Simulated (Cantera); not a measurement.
# Low-pressure radical oxidation in H2/O2

An isothermal, constant-pressure homogeneous reactor starts with H₂ : O₂ : N₂ = 0.011 : 1 : 2.6 (molar parts), equivalence ratio 0.0055, at 1423 K and 0.900 Torr.

Detailed kinetics in Cantera: the H2/O2 subset of GRI-Mech 3.0, which has no nitrogen chemistry. Radical loss at walls, strong at low pressure, is not modelled.

```tsv
t (s)	x H₂	x O₂	x OH	x H₂O₂	x HO₂
1.00e-6	0.00305	0.277	<1e-12	<1e-12	2.43e-12
7.55e-6	0.00305	0.277	<1e-12	<1e-12	1.83e-11
5.70e-5	0.00305	0.277	5.32e-12	<1e-12	1.39e-10
0.000431	0.00305	0.277	2.56e-10	<1e-12	1.05e-9
0.00325	0.00305	0.277	6.39e-9	1.34e-12	7.89e-9
0.0246	0.00305	0.277	1.75e-7	4.14e-11	5.87e-8
0.186	8.67e-5	0.274	0.000574	3.35e-10	1.40e-8
1.40	1.28e-5	0.274	0.000423	2.06e-10	1.10e-8
10.6	1.22e-5	0.274	0.000413	2.02e-10	1.08e-8
80.0	8.84e-6	0.275	0.000351	1.72e-10	9.18e-9
```
x: mole fraction; the columns are a selection and need not sum to one.

Equilibrium at this temperature and pressure: H₂ 1.07e-7, O₂ 0.276, OH 3.88e-5, H₂O₂ 7.17e-12, HO₂ 4.32e-9 (gas phase only).
